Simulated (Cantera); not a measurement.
A perfectly stirred reactor is fed with CH4 : CO2 = 1 : 0.57 (molar parts), at 11.0 bar; it is held at 1550 K, and followed from long to short residence time.

Computed with Cantera and GRI-Mech 3.0 (53 species, 325 reactions). GRI-Mech 3.0 stops at C3 and has no aromatics, soot or wall deposition, so with more carbon than oxygen in the feed, carbon stays in small species such as C2H2 where larger ones or solid carbon would form.

x: mole fraction; the columns are a selection and need not sum to one.

```json
[
 {"τ (s)": "1.2", "x CH4": "0.194", "x CO2": "0.0597", "x CO": "0.265", "x O": "<1e-12", "x H": "4.71e-6"},
 {"τ (s)": "0.54", "x CH4": "0.202", "x CO2": "?", "x CO": "?", "x O": "<1e-12", "x H": "4.35e-6"},
 {"τ (s)": "0.25", "x CH4": "0.221", "x CO2": "0.104", "x CO": "0.191", "x O": "<1e-12", "x H": "3.92e-6"},
 {"τ (s)": "0.11", "x CH4": "0.267", "x CO2": "0.153", "x CO": "0.142", "x O": "<1e-12", "x H": "3.32e-6"},
 {"τ (s)": "0.053", "x CH4": "0.337", "x CO2": "0.214", "x CO": "0.0904", "x O": "<1e-12", "x H": "2.72e-6"},
 {"τ (s)": "0.024", "x CH4": "0.427", "x CO2": "0.279", "x CO": "0.0425", "x O": "<1e-12", "x H": "2.05e-6"},
 {"τ (s)": "0.011", "x CH4": "0.507", "x CO2": "0.322", "x CO": "0.0157", "x O": "<1e-12", "x H": "1.41e-6"},
 {"τ (s)": "0.0051", "x CH4": "?", "x CO2": "0.345", "x CO": "?", "x O": "<1e-12", "x H": "?"}
]
```

Task: Fill in the missing entries.

Result: 
- 0.54, x CO2: 0.0777
- 0.54, x CO: 0.229
- 0.0051, x CH4: 0.564
- 0.0051, x CO: 0.00487
- 0.0051, x H: 8.63e-7
